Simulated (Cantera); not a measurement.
A closed system holds: 1 mol H2O, 0.064 mol O2, 0.35 mol H2, equilibrated at 10.0 mbar.

Cantera equilibrium calculation (NASA polynomials, part measured and part estimated; ideal gas, pure solids and liquids). Candidate condensed phases: H2O; 9 gas species. Rates play no part.

x: gas mole fraction; nothing condenses.

```json
[
 {"T (K)": "1648", "x H2O": "0.835", "x H2": "0.164", "x H": "0.000361", "x OH": "8.25e-5", "x O2": "3.41e-7", "x O": "1.48e-7"},
 {"T (K)": "1748", "x H2O": "0.835", "x H2": "0.164", "x H": "?", "x OH": "?", "x O2": "?", "x O": "?"},
 {"T (K)": "1848", "x H2O": "0.833", "x H2": "0.164", "x H": "0.00214", "x OH": "0.000804", "x O2": "1.80e-5", "x O": "8.04e-6"},
 {"T (K)": "1948", "x H2O": "0.830", "x H2": "0.163", "x H": "?", "x OH": "?", "x O2": "?", "x O": "?"},
 {"T (K)": "2048", "x H2O": "0.823", "x H2": "0.162", "x H": "0.00902", "x OH": "0.00498", "x O2": "0.000435", "x O": "0.000200"},
 {"T (K)": "2148", "x H2O": "0.807", "x H2": "0.163", "x H": "0.0168", "x OH": "0.0107", "x O2": "0.00164", "x O": "0.000782"},
 {"T (K)": "2248", "x H2O": "0.774", "x H2": "0.167", "x H": "0.0300", "x OH": "0.0209", "x O2": "0.00503", "x O": "0.00259"},
 {"T (K)": "2348", "x H2O": "0.715", "x H2": "0.177", "x H": "0.0520", "x OH": "0.0361", "x O2": "0.0120", "x O": "0.00716"}
]
```

Q: What belongs in the gaps?

A: 
- 1948, x H: 0.00456
- 1948, x OH: 0.00210
- 1948, x O2: 9.65e-5
- 1948, x O: 4.36e-5
- 1748, x H: 0.000925
- 1748, x OH: 0.000275
- 1748, x O2: 2.77e-6
- 1748, x O: 1.22e-6
